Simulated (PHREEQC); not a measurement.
Synthetic water in mmol/kgw, 25 °C, pH 6.21, pe 10.1:

| constituent | mmol/kgw |
|---|---|
| Na | 107 |
| K | 0.0467 |
| Ca | 6.41 |
| Mg | 3.51 |
| Cl | 121 |
| S(6) | 0.723 |
| Alkalinity (meq/kgw) | 0.218 |
| F | 0.0464 |
| N(5) | 0.0193 |
| Br | 0.336 |

Valence states are taken as typed.

Equilibrium calculation in PHREEQC: ion-association model, wateq4f.dat.

```csv
quantity,before,after
SO4-2 (mol/kgw),0.000507,0.00126
CO2 (mol/kgw),0.000210,0.000497
HCO3- (mol/kgw),0.000203,0.000552
NaSO4- (mol/kgw),9.08e-5,0.000460
CaSO4 (mol/kgw),7.49e-5,0.000262
MgSO4 (mol/kgw),5.05e-5,0.000186
SI of Fluorite (CaF2),-1.09,-0.02
SI of Gypsum (CaSO4:2H2O),-1.83,-1.27
```

**Question.** Name the change that produced these shifts.
(A) temperature from 25 to 15 °C at the same typed pH
(B) pH from 6.21 to 5.91 at the same alkalinity
(C) Na from 107 to 321 mmol/kgw
(D) all concentrations times 3 at the same typed pH

**Answer.** D, all concentrations times 3 at the same typed pH

This is a speciation only: nothing precipitates in the calculation.
